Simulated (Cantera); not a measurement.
A closed system holds: 1 mol Al, 3.5 mol HCl, 12 mol H₂, equilibrated at 1650 K and 1.33 mbar.

Equilibrium computed with Cantera from the NASA thermochemical tables; the gas is ideal and each condensed phase is pure. Candidate condensed phases: Al, AlCl₃; 12 gas species. The tables' values for AlCl₂ are old estimates; treat these amounts as uncertain. Equilibrium is a limit: real reactors are often held back by kinetics, nucleation or transport.

Base state: H₂ 0.793, HCl 0.142, AlCl 0.0518, AlCl₂ 0.00685, AlCl₃ 0.00423, H 0.00222, Cl 0.000310 (mole fractions); condensed: gas only.

Problem. What changes in the equilibrium state with this change: temperature from 1650 K to 875 K?

Solution. 
```json
[
 {"species": "H₂", "before": "0.793", "after": "0.900"},
 {"species": "AlCl₃", "before": "0.00423", "after": "0.0667"},
 {"species": "HCl", "before": "0.142", "after": "0.0333"},
 {"species": "AlCl", "before": "0.0518", "after": "5.47e-9"},
 {"species": "H", "before": "0.00222", "after": "1.30e-9"},
 {"species": "Cl", "before": "0.000310", "after": "<1e-9"},
 {"species": "AlCl₂", "before": "0.00685", "after": "8.73e-7"}
]
```
